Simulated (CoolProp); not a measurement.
The numbers come from the reference Helmholtz-energy equation of state, Lemmon 2005 in CoolProp. It is a short technical equation, of lower accuracy than the large ones.

Question: For 1-butene, give the phase and the speed of sound (m/s), Joule-Thomson coefficient (K/MPa) at 514.7 K and 63.3 kPa.

Answer: 
- 514.7 K and 63.3 kPa: gas; speed of sound 285, Joule-Thomson coefficient 4.88
